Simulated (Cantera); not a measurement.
Charge: 1 mol SiC, 0.06 mol Si, 0.021 mol H2, equilibrated at 101000 Pa.

Cantera equilibrium calculation (NASA polynomials, part measured and part estimated; ideal gas, pure solids and liquids). Candidate condensed phases: C, C6H6, C7H8, C8H18, Si, SiC; 87 gas species. Mutual solubility and eutectic melting of coexisting phases are not modelled. Gases not in the tables: Si2H6 and higher silanes. The numbers say what is thermodynamically allowed, not how fast it happens. All values below are at 2173 K.

Base state: H2 0.994, H 0.00478, Si 0.000279, SiH2 0.000261, SiH 0.000131, CH4 2.76e-5, C2H2 (acetylene) 2.14e-5, Si2C 1.49e-5 (mole fractions); condensed: Si(l) + SiC(s).

What changes in the equilibrium state with this change: SiC replaced by Si3N4?


| species | before | after |
|---|---|---|
| N2 | 0 | 0.989 |
| H2 | 0.994 | 0.0101 |
| H | 0.00478 | 0.000483 |
| Si | 0.000279 | 0.000279 |
| Si2N | 0 | 5.62e-5 |
| SiN | 0 | 4.98e-5 |
| CH4 | 2.76e-5 | 0 |
| C2H2 (acetylene) | 2.14e-5 | 0 |
| Si2C | 1.49e-5 | 0 |
| Si(l), mol | 0.0600 | 3.06 |
| SiC(s), mol | 1.000 | 0 |
The tables' values for SiN are old estimates; treat these amounts as uncertain. Further candidate phases: Si3N4.
